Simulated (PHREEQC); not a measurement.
Na2HPO4 is added in steps, without added water, to 1 kg of water holding 0.09 mol/kgw H2SeO4 and 0.0016 mol/kgw HCl, at 25 °C. Oxygen alone is held at its pressure in air (log pO2 = -0.68). No CO2 enters from the air. The run lets Halite precipitate or redissolve, and no other solid.

Base run: PHREEQC, ion-association model, wateq4f.dat. Each further column changes one thing. The table gives pH.

| Na2HPO4 added (mol) | base | H2SeO4 replaced by Na2SeO4 at the same molality | HCl left out | no solid may form |
|---|---|---|---|---|
| 0 | 1.01 | 3.26 | 1.01 | 1.01 |
| 0.00675 | 1.05 | 7.23 | 1.05 | 1.05 |
| 0.0135 | 1.09 | 7.59 | 1.10 | 1.09 |
| 0.02025 | 1.14 | 7.77 | 1.14 | 1.14 |
| 0.027 | 1.19 | … | 1.20 | 1.19 |
| 0.03375 | 1.24 | … | 1.25 | 1.24 |
| 0.0405 | 1.30 | 8.06 | 1.31 | 1.30 |
| 0.0495 | 1.38 | … | 1.39 | 1.38 |
| 0.05625 | 1.45 | 8.19 | 1.46 | 1.45 |
| 0.063 | 1.52 | 8.24 | 1.53 | 1.52 |
| 0.06975 | 1.59 | … | 1.60 | 1.59 |
| 0.0765 | 1.67 | … | 1.68 | 1.67 |
| 0.08325 | 1.75 | 8.34 | 1.76 | 1.75 |
| 0.09 | 1.83 | 8.36 | 1.84 | 1.83 |

Problem. Some entries are withheld; supply them.

Solution. 
- 0.027, H2SeO4 replaced by Na2SeO4 at the same molality: 7.90
- 0.03375, H2SeO4 replaced by Na2SeO4 at the same molality: 7.99
- 0.0495, H2SeO4 replaced by Na2SeO4 at the same molality: 8.14
- 0.06975, H2SeO4 replaced by Na2SeO4 at the same molality: 8.27
- 0.0765, H2SeO4 replaced by Na2SeO4 at the same molality: 8.31

H3PO4, which wateq4f.dat lacks, is added to it with the constant of phreeqc.dat.
